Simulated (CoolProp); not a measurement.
Vapour-liquid equilibrium of R125 (1) + R1234yf (2) at 0.251 MPa; x and y are mole fractions of (1).

Computed with CoolProp (multi-fluid Helmholtz-energy mixture model, Lemmon 2005 and Lemmon 2022; pair parameters Bell 2023).

```tsv
x	bubble temperature (K)	y at the bubble point	dew temperature at overall composition x (K)	liquid density (mol/L)
0.05	265.0	0.097	265.8	10.57
0.125	262.8	0.226	264.5	10.67
0.2	260.8	0.339	263.3	10.78
0.275	258.9	0.438	262.0	10.89
0.35	257.2	0.526	260.6	10.99
0.425	[?]	0.604	259.2	11.10
0.5	254.0	0.674	257.7	11.20
0.575	252.5	0.737	256.2	11.31
0.65	251.1	0.794	254.5	[?]
0.725	249.8	0.846	252.8	11.53
0.8	248.6	0.893	251.0	11.65
0.875	247.4	0.936	249.1	11.77
0.95	246.2	0.976	[?]	11.89
```

### Question
Complete the blanks.

### Answer

- 0.425, bubble temperature (K): 255.5
- 0.65, liquid density (mol/L): 11.42
- 0.95, dew temperature at overall composition x (K): 247.0

No azeotrope shows between x = 0.05 and 0.95.

Pair parameters are fitted to limited data, so mixtures are less certain than the pure fluids.
